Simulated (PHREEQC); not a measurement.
PHREEQC input (Pitzer model, pitzer.dat):

```
SOLUTION 1
  temp 25
  units mol/kgw
  pH 7 charge
  Cl 0.32
  K 0.32
END
SELECTED_OUTPUT 1
  -reset false
  -pH true
  -pe true
  -ionic_strength true
  -water true
  -totals C Cl K
  -molalities H+ K+ Cl- CO3-2 OH- HCO3- CO2
  -saturation_indices Kalicinite Sylvite
USER_PUNCH 1
  -headings p_CO2(g) phi_CO2(g) p_H2O(g) phi_H2O(g) density
  10 PUNCH PR_P("CO2(g)"), PR_PHI("CO2(g)"), PR_P("H2O(g)"), PR_PHI("H2O(g)"), RHO
PRINT
  -reset false
USE solution 1
REACTION_TEMPERATURE 1
  40
GAS_PHASE 1
  -fixed_pressure
  -pressure 2
  -temperature 40
  -volume 20
  CO2(g) 2
  H2O(g) 0
END
# ... the last block is repeated for the other 12 points of P (atm)
```

Selected output (columns that matter, 13 of 13 rows; P (atm) added in front):

```
P (atm)	pH	mu	C	Cl	K	m_H+	m_K+	si_Kalicinite	si_Sylvite	p_CO2(g)	phi_CO2(g)	p_H2O(g)	phi_H2O(g)	density
2	3.802	0.32055	0.044203	0.32034	0.32034	0.00021096	0.32034	-4.7862	-2.3647	1.9267	0.99051	0.073258	0.98276	1.0072
5	3.6021	0.32068	0.11116	0.32034	0.32034	0.0003345	0.32034	-4.5812	-2.3625	4.9248	0.97633	0.075199	0.95825	1.0078
10	3.4565	0.32083	0.21829	0.32037	0.32037	0.00046822	0.32037	-4.4273	-2.3588	9.9214	0.95298	0.078625	0.91792	1.009
20	3.3182	0.32107	0.41606	0.32043	0.32043	0.00064495	0.32043	-4.2732	-2.3521	19.914	0.90717	0.086312	0.83907	1.011
30	3.243	0.32127	0.59199	0.3205	0.3205	0.00076809	0.3205	-4.1831	-2.3463	29.905	0.86246	0.095378	0.76226	1.0129
40	3.1937	0.32146	0.74626	0.3206	0.3206	0.00086167	0.3206	-4.12	-2.3412	39.894	0.81874	0.10629	0.68693	1.0146
50	3.1587	0.32167	0.87903	0.32074	0.32074	0.00093517	0.32074	-4.0721	-2.3369	49.88	0.77582	0.11982	0.61222	1.0161
75	3.1062	0.32261	1.116	0.32155	0.32155	0.0010575	0.32155	-3.9914	-2.3287	74.82	0.66999	0.1801	0.41281	1.0191
100	3.085	0.3273	1.2088	0.32619	0.32619	0.0011113	0.32619	-3.9447	-2.317	99.597	0.56119	0.4031	0.18737	1.021
150	3.0619	0.33149	1.2856	0.33031	0.33031	0.0011721	0.33031	-3.8816	-2.3103	149.24	0.42456	0.75924	0.10287	1.0239
200	3.0428	0.33371	1.3415	0.33249	0.33249	0.0012247	0.33249	-3.8252	-2.3088	198.9	0.35463	1.0982	0.073559	1.0265
300	3.0093	0.33646	1.4283	0.33514	0.33514	0.0013221	0.33514	-3.7195	-2.3104	298.23	0.28687	1.7725	0.048762	1.0314
400	2.9794	0.33817	1.4966	0.33676	0.33676	0.0014154	0.33676	-3.6184	-2.3144	397.56	0.25697	2.4356	0.03796	1.036
```

Complexes and solids missing from the database can't appear. At this temperature some constants are extrapolated from 25 °C, and those without enthalpy data are left unchanged.
